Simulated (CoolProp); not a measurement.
Computed with CoolProp (reference Helmholtz-energy equation of state, Thol 2021).

Task: Give the vapour pressure (bar), liquid density (kg/m³), vapour density (kg/m³), enthalpy of vaporisation (kJ/kg) of saturated chlorine at 254.9, 283.7, 302.9 K.

Result: 
| T (K) | p (bar) | liquid density (kg/m³) | vapour density (kg/m³) | enthalpy of vaporisation (kJ/kg) |
|---|---|---|---|---|
| 254.9 | 1.93 | 1520 | 6.74 | 278 |
| 283.7 | 5.13 | 1440 | 16.8 | 259 |
| 302.9 | 8.81 | 1380 | 28.1 | 244 |
